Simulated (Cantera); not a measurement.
**Sublimation and decomposition of ceramics: AlN + C + N2 + H2**

Feed: 1 mol AlN, 0.038 mol C, 0.13 mol N2, 0.00036 mol H2, at 0.000670 bar.

Cantera equilibrium calculation (NASA polynomials, part measured and part estimated; ideal gas, pure solids and liquids). Candidate condensed phases: Al, AlN, C, C6H6, C7H8, C8H18; 97 gas species. Equilibrium is a limit: real reactors are often held back by kinetics, nucleation or transport.

```csv
T (K),x N2,x Al,x H2,x CN,x H,x C3,x HCN,n AlN(s),n C(graphite)
1775,0.987,0.00961,0.00231,7.88e-7,0.000538,7.88e-11,0.000259,0.999,0.0380
1875,0.898,0.0993,0.00164,3.62e-6,0.00103,1.54e-9,0.000335,0.985,0.0379
1975,0.386,0.613,3.23e-5,9.74e-6,0.000301,2.22e-8,4.72e-5,0,0.0379
2075,0.386,0.613,1.22e-5,3.48e-5,0.000359,2.45e-7,4.25e-5,0,0.0379
2175,0.386,0.613,4.24e-6,0.000111,0.000388,2.16e-6,3.55e-5,0,0.0377
2275,0.386,0.613,1.51e-6,0.000316,0.000403,1.56e-5,2.91e-5,0,0.0373
2375,0.386,0.613,5.72e-7,0.000828,0.000412,9.54e-5,2.39e-5,0,0.0360
2475,0.385,0.612,2.30e-7,0.00200,0.000417,0.000501,1.98e-5,0,0.0317
```
x: gas mole fraction; n: condensed amount in mol.

From 1775 K to 1875 K the condensed part is AlN(s) + C(graphite). From 1975 K to 2475 K the condensed part is C(graphite). The main Al-bearing gas is Al throughout.
